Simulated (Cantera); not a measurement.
Feed: 1 mol SiH2Cl2, 7.3 mol N2, 72 mol H2, held at 1050 °C and 0.00800 bar.

These are equilibrium values from Cantera (NASA tables, ideal gas, pure condensed phases), not measurements of a reactor. Candidate condensed phases: NH4Cl, Si, Si3N4; 28 gas species. N2 is the only nitrogen source here; it is nearly inert below about 1500 K, so the nitride shown seldom forms there in practice. Equilibrium is a limit: real reactors are often held back by kinetics, nucleation or transport.

Base state: H2 0.893, N2 0.0823, HCl 0.0248, SiCl2 2.32e-5, H 1.68e-5 (mole fractions); condensed: Si3N4(s).

**Question.** What changes in the equilibrium state with this change: 0.43 mol Cl2 added?

**Answer.** 
```csv
species,before,after
H2,0.893,0.883
N2,0.0823,0.0819
HCl,0.0248,0.0352
SiCl2,2.32e-5,4.76e-5
H,1.68e-5,1.67e-5
"Si3N4(s), mol",0.333,0.332
```
